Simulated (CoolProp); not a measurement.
Vapour-liquid equilibrium of sulfur hexafluoride (1) + R113 (2) at 250.3 K; x and y are mole fractions of (1).

Computed with CoolProp (multi-fluid Helmholtz-energy mixture model, Guder 2009 and Marx 1992; pair parameters Bell 2016).

```json
[
 {"x": "0.05", "bubble pressure (kPa)": "76.78", "y at the bubble point": "0.942", "dew pressure at overall composition x (kPa)": "4.627", "liquid density (mol/L)": "9.050"},
 {"x": "0.125", "bubble pressure (kPa)": "113.3", "y at the bubble point": "0.961", "dew pressure at overall composition x (kPa)": "5.024", "liquid density (mol/L)": "9.235"},
 {"x": "0.2", "bubble pressure (kPa)": "125.0", "y at the bubble point": "0.965", "dew pressure at overall composition x (kPa)": "5.496", "liquid density (mol/L)": "9.435"},
 {"x": "0.275", "bubble pressure (kPa)": "133.9", "y at the bubble point": "0.968", "dew pressure at overall composition x (kPa)": "6.065", "liquid density (mol/L)": "9.652"},
 {"x": "0.35", "bubble pressure (kPa)": "146.8", "y at the bubble point": "0.972", "dew pressure at overall composition x (kPa)": "6.765", "liquid density (mol/L)": "9.883"},
 {"x": "0.425", "bubble pressure (kPa)": "166.7", "y at the bubble point": "0.977", "dew pressure at overall composition x (kPa)": "7.649", "liquid density (mol/L)": "10.13"},
 {"x": "0.5", "bubble pressure (kPa)": "195.6", "y at the bubble point": "0.982", "dew pressure at overall composition x (kPa)": "8.799", "liquid density (mol/L)": "10.38"},
 {"x": "0.575", "bubble pressure (kPa)": "235.5", "y at the bubble point": "0.988", "dew pressure at overall composition x (kPa)": "10.36", "liquid density (mol/L)": "10.65"},
 {"x": "0.65", "bubble pressure (kPa)": "288.1", "y at the bubble point": "0.992", "dew pressure at overall composition x (kPa)": "12.58", "liquid density (mol/L)": "10.91"},
 {"x": "0.725", "bubble pressure (kPa)": "353.9", "y at the bubble point": "0.996", "dew pressure at overall composition x (kPa)": "16.03", "liquid density (mol/L)": "11.17"},
 {"x": "0.8", "bubble pressure (kPa)": "430.5", "y at the bubble point": "0.998", "dew pressure at overall composition x (kPa)": "22.07", "liquid density (mol/L)": "11.40"},
 {"x": "0.875", "bubble pressure (kPa)": "511.6", "y at the bubble point": "0.999", "dew pressure at overall composition x (kPa)": "35.43", "liquid density (mol/L)": "11.59"},
 {"x": "0.95", "bubble pressure (kPa)": "586.6", "y at the bubble point": "1.000", "dew pressure at overall composition x (kPa)": "89.11", "liquid density (mol/L)": "11.69"}
]
```

No azeotrope shows between x = 0.05 and 0.95.

Pair parameters are fitted to limited data, so mixtures are less certain than the pure fluids. The gap from Raoult's law changes sign with composition, which may be real or a fault of the pair parameters; it wasn't checked against measurements. With so large a gap from Raoult's law the liquid may split in two, which this calculation doesn't test in full.
